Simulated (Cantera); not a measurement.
A Cantera script and what it prints.

```python
import numpy as np
import cantera as ct

gas_names = """
    F F2 N NF NF2 NF3 N2 Si SiF SiF2 SiF3 SiF4 SiN Si2 Si2N Si3
""".split()
cond_names = """
    Si(cr) Si(L) Si3N4(a)
""".split()


# ... load() reads the species with a 1 bar reference pressure and builds the phases ...
atoms = {
    'Si': {'Si': 1},
    'NF3': {'N': 1, 'F': 3},
}
top_T = {'Si3N4(a)': 2400}  # K; cautious upper limits of use, not melting points


# ... equilibrate(T, P, feed) seeds the gas with the atoms and calls Mixture.equilibrate('TP', solver="vcs", rtol=1e-11, max_steps=5000) ...
results = []
feed = {'Si': 1, 'NF3': 2.4}  # mol
T = 1123  # K
for P in [1, 5.2, 27, 140, 720, 3700, 19000, 100000]:
    mix = equilibrate(T, P, feed)
    results.append((T, P, feed, dict(zip(mix.species_names, mix.species_moles))))

top = {s: max(r[3][s] / sum(r[3][g] for g in gas_names) for r in results) for s in gas_names}
cols = sorted((s for s in top if top[s] > 1e-06), key=lambda s: -top[s])[:6]
seen = [c for c in cond_names if any(r[3].get(c, 0) > 1e-12 for r in results)]
print("log10 of partial pressures in bar; condensed amounts in mol")
print(f"{'P/Pa':>10s}" + "".join(f"{s[:9]:>10s}" for s in cols + seen))
for T, P, feed, n in results:
    ng = sum(n[g] for g in gas_names)
    print(f"{P:10.4g}" + "".join(f"{np.log10(max(n[s] / ng * P / 1e5, 1e-99)):10.3f}" for s in cols)
          + "".join(f"{n.get(c, 0):10.4g}" for c in seen))
```

It prints:

```
log10 of partial pressures in bar; condensed amounts in mol
      P/Pa         F        F2        N2      SiF4       NF3       NF2
         1    -5.227    -9.383    -5.653    -5.732   -18.026   -16.400
       5.2    -4.511    -7.951    -4.937    -5.016   -15.520   -14.610
        27    -3.797    -6.522    -4.221    -4.301   -13.019   -12.823
       140    -3.087    -5.102    -3.505    -3.584   -10.531   -11.045
       720    -2.398    -3.724    -2.785    -2.864    -8.103    -9.307
      3700    -1.768    -2.463    -2.046    -2.126    -5.843    -7.677
   1.9e+04    -1.240    -1.409    -1.293    -1.372    -3.885    -6.246
     1e+05    -0.797    -0.522    -0.539    -0.613    -2.178    -4.982
```

Method: chemical equilibrium by Gibbs-energy minimisation in Cantera with the NASA 1993 tables (ideal gas, pure condensed phases).
